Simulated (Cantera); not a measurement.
A closed system holds: 1 mol C2F6, 0.71 mol H2, at 2398 K and 0.270 bar.

Equilibrium computed with Cantera from the NASA thermochemical tables; the gas is ideal and each condensed phase is pure. Candidate condensed phases: C, C6H6, C7H8, C8H18; 95 gas species. The feed counts by its element totals alone. The tables' values for C2F4 are old estimates; treat these amounts as uncertain. Gases not in the tables: C2F6 and larger saturated fluorocarbons. Equilibrium is a limit: real reactors are often held back by kinetics, nucleation or transport.

Base state: HF 0.481, CF4 0.277, CF2 0.174, F 0.0519, CF3 0.0144, CF 0.00122, C2F4 2.61e-5, CHF3 2.20e-5 (mole fractions); condensed: C(graphite).

### Question
What changes in the equilibrium state with this change: pressure from 0.270 bar to 6.00 Pa?

### Answer
| species | before | after |
|---|---|---|
| F | 0.0519 | 0.735 |
| HF | 0.481 | 0.235 |
| CF | 0.00122 | 0.0173 |
| CF4 | 0.277 | 1.23e-7 |
| CF3 | 0.0144 | 2.02e-6 |
| CF2 | 0.174 | 0.00775 |
| C2F4 | 2.61e-5 | <1e-9 |
| CHF3 | 2.20e-5 | <1e-9 |
| C3 | 3.51e-7 | 0.00158 |
| C(graphite), mol | 0.624 | 1.82 |
